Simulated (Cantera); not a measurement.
Charge: 1 mol TiO2, 5.5 mol Cl2, 17 mol O2, held at 848 K and 9.00 Torr.

These are equilibrium values from Cantera (NASA tables, ideal gas, pure condensed phases), not measurements of a reactor. Candidate condensed phases: Ti, TiCl2, TiCl3, TiCl4, TiO, TiO2, Ti2O3, Ti3O5, Ti4O7; 15 gas species. Condensed phases not in the tables: TiOCl. Equilibrium is a limit: real reactors are often held back by kinetics, nucleation or transport.

Base state: O2 0.756, Cl2 0.244, Cl 0.000121 (mole fractions); condensed: TiO2(rutile).

Question: What changes in the equilibrium state with this change: temperature from 848 K to 1525 K?

Answer: 
```csv
species,before,after
O2,0.756,0.675
Cl,0.000121,0.211
Cl2,0.244,0.113
TiCl4,<1e-9,1.48e-5
O,<1e-9,4.25e-5
ClO,1.16e-6,0.000453
"TiO2(rutile), mol",1.00,1.000
```
